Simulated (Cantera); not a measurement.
An adiabatic, constant-pressure homogeneous reactor starts with CO : H2 : CH4 : O2 : N2 = 1 : 0.043 : 0.22 : 2.67 : 10 (molar parts), equivalence ratio 0.36, at 1750 K and 4.93 atm.

Model: GRI-Mech 3.0 (53 species, 325 reactions), integrated in Cantera.

One state of this run: T (K) = 2008; x CO = 0.0666; x H2 = 0.00110; x CH4 = 1.57e-7; x O = 0.0120; x NO2 = 5.58e-9; x C2H6 = <1e-12; x C2H2 = 1.61e-10. x: mole fraction; the columns are a selection and need not sum to one.

**Question.** Which value of t (s) does it belong to?
A. 7.73e-6
B. 0.0151
C. 0.000341
D. 1.99e-5

**Answer.** D, 1.99e-5
